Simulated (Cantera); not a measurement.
Input: 1 mol CH4, a varied amount of H2O, 10 mol H2, at 2150 K and 0.160 bar.

Method: chemical equilibrium by Gibbs-energy minimisation in Cantera with the NASA 1993 tables (ideal gas, pure condensed phases). Candidate condensed phases: C, C6H6, C7H8, C8H18, H2O; 110 gas species. Equilibrium is a limit: real reactors are often held back by kinetics, nucleation or transport.

x: gas mole fraction; n: condensed amount in mol.

```tsv
n(H2O) (mol)	x H2	x H2O	x CO	x H	x CO2	n C(graphite)
0.44	0.954	3.49e-7	0.0340	0.0103	___	0.511
0.81	0.929	5.93e-7	0.0592	0.0102	___	0.140
1.2	0.906	0.0138	0.0699	0.0100	___	0
1.6	0.882	0.0402	0.0675	0.00990	___	0
1.9	0.864	0.0591	0.0659	0.00980	___	0
2.3	0.842	0.0832	0.0638	0.00967	___	0
2.7	0.821	0.106	0.0618	0.00955	___	0
3.1	0.801	0.128	0.0599	0.00944	___	0
3.4	0.786	0.143	0.0586	0.00935	___	0
3.8	0.768	0.163	0.0569	0.00924	___	0
4.2	0.750	0.182	0.0552	0.00913	0.00262	0
4.5	0.738	0.196	0.0541	0.00906	0.00281	0
```

Task: Fill in the missing entries.

Result: 
- 0.44, x CO2: 2.44e-9
- 0.81, x CO2: 7.38e-9
- 1.2, x CO2: 0.000208
- 1.6, x CO2: 0.000603
- 1.9, x CO2: 0.000882
- 2.3, x CO2: 0.00123
- 2.7, x CO2: 0.00156
- 3.1, x CO2: 0.00187
- 3.4, x CO2: 0.00209
- 3.8, x CO2: 0.00236
